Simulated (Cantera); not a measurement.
Input: 1 mol TiO₂, 1.3 mol H₂, 0.26 mol H₂O, equilibrated at 1298.15 K and 10.0 mbar.

These are equilibrium values from Cantera (NASA tables, ideal gas, pure condensed phases), not measurements of a reactor. Candidate condensed phases: H₂O, Ti, TiO, TiO₂, Ti₂O₃, Ti₃O₅, Ti₄O₇; 12 gas species. The numbers say what is thermodynamically allowed, not how fast it happens.

Base state: H₂ 0.833, H₂O 0.167 (mole fractions); condensed: TiO₂(rutile).

Task: What changes in the equilibrium state with this change: 0.0022 mol CH₄ added?

Result: 
```tsv
species	before	after
H₂	0.833	0.834
H₂O	0.167	0.164
CO	0	0.00126
CO₂	0	0.000142
TiO₂(rutile), mol	1.00	1.00
```
Further candidate phases: C, C₆H₆, C₇H₈, C₈H₁₈, TiC.

Task: What changes in the equilibrium state with this change: TiO₂ replaced by Nb₂O₅?

Result: 
| species | before | after |
|---|---|---|
| H₂ | 0.833 | 0.833 |
| H₂O | 0.167 | 0.167 |
| TiO₂(rutile), mol | 1.00 | 0 |
| Nb₂O₅(s), mol | 0 | 1.00 |
Condensed phases not in the tables: the oxides between NbO₂ and Nb₂O₅. Further candidate phases: Nb, NbO, NbO₂, Nb₂O₅.
